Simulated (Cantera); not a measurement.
**Stirred combustor or abatement burner**

A perfectly stirred reactor is fed with 3.17 % CH₄, 2.57 % C₂H₆, 25.7 % O₂, 68.5 % N₂, at 0.336 atm; it is adiabatic with a 600 K inlet, and is followed from long to short residence time, starting on the burning branch (τ in s: 0.35, 0.14, 0.052, 0.02, 0.0075, 0.0029, 0.0011, 0.00042, 0.00016, 6.2e-05, 2.4e-05, 9e-06).

Model: GRI-Mech 3.0 (53 species, 325 reactions), integrated in Cantera.

| τ (s) | T (K) | x CH₄ | x C₂H₆ | x O₂ | x NO | x OH | x NO₂ | x H₂ |
|---|---|---|---|---|---|---|---|---|
| 0.35 | 2162 | 6.27e-7 | 7.71e-8 | 0.100 | 0.00255 | 0.00581 | 1.30e-6 | 0.000767 |
| 0.14 | 2157 | 1.40e-6 | 1.83e-7 | 0.101 | 0.00137 | 0.00627 | 6.49e-7 | 0.000899 |
| 0.052 | 2141 | 3.08e-6 | 4.51e-7 | 0.101 | 0.000666 | 0.00718 | 2.68e-7 | 0.00122 |
| 0.020 | 2109 | 6.17e-6 | 1.03e-6 | 0.102 | 0.000320 | 0.00849 | 9.99e-8 | 0.00182 |
| 0.0075 | 2058 | 1.26e-5 | 2.33e-6 | 0.102 | 0.000137 | 0.00993 | 3.22e-8 | 0.00277 |
| 0.0029 | 1994 | 2.64e-5 | 5.18e-6 | 0.103 | 5.71e-5 | 0.0110 | 1.06e-8 | 0.00393 |
| 0.0011 | 1918 | 6.12e-5 | 1.23e-5 | 0.105 | 2.48e-5 | 0.0114 | 3.99e-9 | 0.00519 |
| 0.00042 | 1838 | 0.000161 | 3.25e-5 | 0.108 | 1.16e-5 | 0.0110 | 1.83e-9 | 0.00628 |
| 0.00016 | 1748 | 0.000554 | 0.000112 | 0.117 | 4.80e-6 | 0.00914 | 1.01e-9 | 0.00729 |
| 6.2e-5 | 600 | 0.0317 | 0.0257 | 0.257 | <1e-12 | <1e-12 | <1e-12 | <1e-12 |
| 2.4e-5 | 600 | 0.0317 | 0.0257 | 0.257 | <1e-12 | <1e-12 | <1e-12 | <1e-12 |
| 9.0e-6 | 600 | 0.0317 | 0.0257 | 0.257 | <1e-12 | <1e-12 | <1e-12 | <1e-12 |
x: mole fraction; the columns are a selection and need not sum to one.
